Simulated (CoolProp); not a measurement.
A simple Rankine cycle with hexamethyldisiloxane (MM): condensing at 296.15 K, boiler at 0.85 MPa, turbine inlet 473.5 K, turbine efficiency 0.7, pump efficiency 0.8, no recuperator. Each further row changes one setting.

Model: reference Helmholtz-energy equation of state, Thol 2016, in CoolProp.

| case | thermal efficiency (%) | net work (kJ/kg) | heat in (kJ/kg) | turbine exit temperature (K) | volume ratio over the turbine |
|---|---|---|---|---|---|
| as stated | 14.6 | 74.0 | 509 | ___ | ___ |
| turbine inlet 493.5 K | 14.2 | 78.5 | 552 | 441.7 | ___ |
| condensing temperature 288.15 K | 15.3 | 80.2 | 524 | 417.2 | 314 |
| boiler pressure 0.595 MPa | 13.8 | 71.3 | 518 | ___ | 129 |
| turbine efficiency 0.6 | ___ | 63.3 | 509 | 426.5 | 210 |

Q: Fill in the missing entries.

A: 
- as stated, turbine exit temperature (K): 420.6
- as stated, volume ratio over the turbine: 207
- turbine inlet 493.5 K, volume ratio over the turbine: 194
- boiler pressure 0.595 MPa, turbine exit temperature (K): 427.4
- turbine efficiency 0.6, thermal efficiency (%): 12.4
